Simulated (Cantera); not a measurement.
A Cantera script and its output.

```python
import numpy as np
import cantera as ct

gas = ct.Solution("gri30.yaml")
gas.TP = 300, 83000
flame = ct.CounterflowDiffusionFlame(gas, width=0.02)
flame.fuel_inlet.X, flame.fuel_inlet.T = {'CH4': 1, 'C2H6': 0.094, 'C3H8': 0.3}, 425
flame.oxidizer_inlet.X, flame.oxidizer_inlet.T = {'O2': 0.23, 'N2': 0.77}, 425
flame.set_refine_criteria(ratio=3, slope=0.12, curve=0.24, prune=0.03)
show = ['OH', 'H', 'NO', 'CO', 'C2H2']

rows = []
print(f"{'mdot':>8s}{'a_max':>10s}{'a_mean':>10s}{'Tmax/K':>9s}" + "".join(f"{s:>11s}" for s in show) + "   (peak mole fractions)")
for i, mdot in enumerate([0.21, 0.26, 0.33, 0.42, 0.53, 0.68, 0.86, 1.1, 1.4, 1.7]):  # kg/m2/s on the oxidiser side
    flame.oxidizer_inlet.mdot, flame.fuel_inlet.mdot = mdot, 0.78 * mdot
    flame.solve(loglevel=0, auto=(i == 0))
    if flame.T.max() < max(425, 425) + 100:
        print(f"{mdot:8.3g}  no burning solution found from the previous one")
        break
    dT = np.abs(np.gradient(flame.T, flame.grid))
    rows.append([flame.strain_rate("max"), flame.strain_rate("mean"), flame.T.max(),
                 *(flame.X[gas.species_index(s)].max() for s in show), max(dT[0], dT[-1]) / dT.max()])
    print(f"{mdot:8.3g}{rows[-1][0]:10.1f}{rows[-1][1]:10.1f}{rows[-1][2]:9.1f}" + "".join(f"{x:11.3e}" for x in rows[-1][3:-1]))
```

It prints:

```
    mdot     a_max    a_mean   Tmax/K         OH          H         NO         CO       C2H2   (peak mole fractions)
    0.21     179.3      30.6   2146.6  9.491e-03  5.090e-03  3.109e-04  6.683e-02  2.777e-02
    0.26     216.2      37.9   2135.6  9.464e-03  5.262e-03  2.964e-04  6.628e-02  2.698e-02
    0.33     267.0      48.1   2123.0  9.406e-03  5.449e-03  2.792e-04  6.573e-02  2.610e-02
    0.42     331.5      61.2   2111.0  9.352e-03  5.648e-03  2.617e-04  6.530e-02  2.524e-02
    0.53     409.3      77.2   2099.6  9.285e-03  5.836e-03  2.439e-04  6.496e-02  2.437e-02
    0.68     513.5      99.1   2087.8  9.212e-03  6.041e-03  2.243e-04  6.478e-02  2.345e-02
    0.86     636.0     125.3   2074.5  9.078e-03  6.200e-03  2.036e-04  6.461e-02  2.248e-02
     1.1     795.3     160.3   2058.9  8.885e-03  6.333e-03  1.801e-04  6.449e-02  2.132e-02
     1.4     990.2     204.0   2042.0  8.633e-03  6.427e-03  1.559e-04  6.452e-02  2.007e-02
     1.7    1181.2     247.7   2026.3  8.365e-03  6.451e-03  1.357e-04  6.461e-02  1.891e-02
```

Cantera simulation using GRI-Mech 3.0 (53 species, 325 reactions); the numbers are that mechanism's predictions, not measurements. GRI-Mech 3.0 was tuned for natural gas; its chemistry of propane as a main component is partial and can be far from experiment. GRI-Mech 3.0 has no aromatics or soot, which form on the fuel side of real flames. The maximum strain rate includes the flame's own expansion and is several times the mean.
